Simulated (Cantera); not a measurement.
An adiabatic, constant-pressure homogeneous reactor starts with H₂ : O₂ : N₂ = 1 : 1.52 : 5.7 (molar parts), equivalence ratio 0.33, at 1625 K and 1.09 atm.

Detailed kinetics in Cantera: GRI-Mech 3.0 (53 species, 325 reactions).

One state of this run: T (K) = 1816; x H₂ = 0.0112; x O₂ = 0.118; x OH = 0.0162; x H = 0.0290; x NO = 1.13e-5; x N₂O = 2.13e-7; x O = 0.0330. x: mole fraction; the columns are a selection and need not sum to one.

### Question
Which value of t (s) does it belong to?
A. 5.27e-5
B. 0.0616
C. 0.000171
D. 1.62e-5

### Answer
D, 1.62e-5
